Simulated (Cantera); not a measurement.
Input: 1 mol SiH₂Cl₂, 620 mol H₂, at 2050 K and 100000 Pa.

Method: chemical equilibrium by Gibbs-energy minimisation in Cantera with the NASA 1993 tables (ideal gas, pure condensed phases). Candidate condensed phases: Si; 19 gas species. Gases not in the tables: Si₂H₆ and higher silanes. Kinetics and transport are ignored.

Problem. What is the equilibrium state?

Solution. 
| Quantity | Result |
|---|---|
| x(H₂) | 0.994 |
| x(HCl) | 0.00315 |
| x(H) | 0.00226 |
| x(SiH₂) | 0.000139 |
| x(Si) | 7.73e-5 |
| x(SiH) | 4.66e-5 |
| x(SiCl₂) | 2.26e-5 |
| x(SiCl) | 5.75e-6 |
| x(Cl) | 5.31e-6 |
| n(Si(l)) | 0.816 mol |
| gas amount | 622.8 mol |
